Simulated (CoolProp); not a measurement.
C2F6 (R116) along the isobar 7.98 MPa: fugacity coefficient from the reference equation and from simpler models built on Tc = 293.0 K, pc = 3.048 MPa, ω = 0.257; each cubic takes its own stable root.

The numbers come from the reference Helmholtz-energy equation of state, Lemmon 2006 in CoolProp. It is a short technical equation, of lower accuracy than the large ones.

```json
[
 {"T (K)": "218.2", "phase": "liquid", "reference": "0.05077", "van der Waals": "0.1507", "Soave-Redlich-Kwong": "0.05211", "Peng-Robinson": "0.04912"},
 {"T (K)": "235.4", "phase": "liquid", "reference": "0.09142", "van der Waals": "0.1986", "Soave-Redlich-Kwong": "0.09435", "Peng-Robinson": "0.08856"},
 {"T (K)": "252.7", "phase": "liquid", "reference": "0.1480", "van der Waals": "0.2512", "Soave-Redlich-Kwong": "0.1534", "Peng-Robinson": "0.1437"},
 {"T (K)": "269.9", "phase": "liquid", "reference": "___", "van der Waals": "___", "Soave-Redlich-Kwong": "___", "Peng-Robinson": "0.2129"},
 {"T (K)": "287.1", "phase": "liquid", "reference": "___", "van der Waals": "0.3638", "Soave-Redlich-Kwong": "0.3129", "Peng-Robinson": "___"},
 {"T (K)": "304.4", "phase": "supercritical", "reference": "0.3907", "van der Waals": "0.4215", "Soave-Redlich-Kwong": "0.4050", "Peng-Robinson": "0.3798"},
 {"T (K)": "321.6", "phase": "supercritical", "reference": "0.4800", "van der Waals": "0.4778", "Soave-Redlich-Kwong": "0.4954", "Peng-Robinson": "0.4650"},
 {"T (K)": "338.8", "phase": "supercritical", "reference": "0.5628", "van der Waals": "0.5317", "Soave-Redlich-Kwong": "0.5781", "Peng-Robinson": "0.5432"},
 {"T (K)": "356.1", "phase": "supercritical", "reference": "0.6348", "van der Waals": "0.5824", "Soave-Redlich-Kwong": "0.6500", "Peng-Robinson": "0.6116"},
 {"T (K)": "373.3", "phase": "supercritical", "reference": "0.6948", "van der Waals": "0.6283", "Soave-Redlich-Kwong": "0.7104", "Peng-Robinson": "0.6698"},
 {"T (K)": "390.5", "phase": "supercritical", "reference": "0.7451", "van der Waals": "0.6693", "Soave-Redlich-Kwong": "0.7614", "Peng-Robinson": "0.7195"},
 {"T (K)": "407.8", "phase": "supercritical", "reference": "0.7876", "van der Waals": "0.7056", "Soave-Redlich-Kwong": "0.8049", "Peng-Robinson": "0.7624"},
 {"T (K)": "425", "phase": "supercritical", "reference": "0.8236", "van der Waals": "0.7372", "Soave-Redlich-Kwong": "0.8417", "Peng-Robinson": "0.7991"}
]
```

### Question
Complete the blanks.

### Answer

- 269.9, reference: 0.2189
- 269.9, van der Waals: 0.3066
- 269.9, Soave-Redlich-Kwong: 0.2274
- 287.1, reference: 0.3012
- 287.1, Peng-Robinson: 0.2932
